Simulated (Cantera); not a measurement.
## Stirred combustor or abatement burner

A perfectly stirred reactor is fed with H2 : O2 : N2 : H2O = 1.5 : 0.385 : 1.45 : 0.4 (molar parts), equivalence ratio 1.9, at 750 Torr; it is adiabatic with a 375 K inlet, and is followed from long to short residence time, starting on the burning branch (τ in s: 0.077, 0.029, 0.011, 0.004, 0.0015, 0.00057, 0.00021, 7.9e-05, 3e-05, 1.1e-05, 4.2e-06).

Computed with Cantera and the H2/O2 subset of GRI-Mech 3.0, which has no nitrogen chemistry.

```csv
τ (s),T (K),x H2,x O2,x H2O,x H,x OH,x O
0.077,1900,0.216,4.28e-5,0.348,0.00314,0.000415,4.69e-6
0.029,1888,0.215,7.53e-5,0.347,0.00499,0.000646,1.18e-5
0.011,1868,0.214,0.000135,0.346,0.00789,0.000983,2.88e-5
0.0040,1836,0.211,0.000257,0.345,0.0126,0.00147,7.08e-5
0.0015,1789,0.208,0.000498,0.342,0.0194,0.00206,0.000160
0.00057,1721,0.203,0.000992,0.338,0.0288,0.00265,0.000332
0.00021,1625,0.198,0.00213,0.333,0.0413,0.00304,0.000635
7.9e-5,1503,0.196,0.00501,0.323,0.0541,0.00294,0.00108
3.0e-5,1343,0.213,0.0151,0.299,0.0564,0.00225,0.00169
1.1e-5,375,0.402,0.103,0.107,<1e-12,<1e-12,<1e-12
4.2e-6,375,0.402,0.103,0.107,<1e-12,<1e-12,<1e-12
```
x: mole fraction; the columns are a selection and need not sum to one.
